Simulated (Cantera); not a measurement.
Charge: 1 mol MgO, a varied amount of HCl, equilibrated at 1823.15 K and 24000 Pa.

Method: chemical equilibrium by Gibbs-energy minimisation in Cantera with the NASA 1993 tables (ideal gas, pure condensed phases). Candidate condensed phases: H₂O, Mg, MgCl₂, MgO, Mg(OH)₂; 22 gas species. The numbers say what is thermodynamically allowed, not how fast it happens.

### Question
What share of the Mg ends up in condensed phases as a function of n(HCl) (mol), at 1.8, 2.6, 3.7, 5.2, 7.3, 10, 14, 20, 29?

### Answer
```json
[
 {"n(HCl) (mol)": "1.8", "Mg condensed (%)": "74.6", "as": "MgO(s)"},
 {"n(HCl) (mol)": "2.6", "Mg condensed (%)": "63.3", "as": "MgO(s)"},
 {"n(HCl) (mol)": "3.7", "Mg condensed (%)": "47.8", "as": "MgO(s)"},
 {"n(HCl) (mol)": "5.2", "Mg condensed (%)": "26.6", "as": "MgO(s)"},
 {"n(HCl) (mol)": "7.3", "Mg condensed (%)": "0.0", "as": "-"},
 {"n(HCl) (mol)": "10", "Mg condensed (%)": "0.0", "as": "-"},
 {"n(HCl) (mol)": "14", "Mg condensed (%)": "0.0", "as": "-"},
 {"n(HCl) (mol)": "20", "Mg condensed (%)": "0.0", "as": "-"},
 {"n(HCl) (mol)": "29", "Mg condensed (%)": "0.0", "as": "-"}
]
```
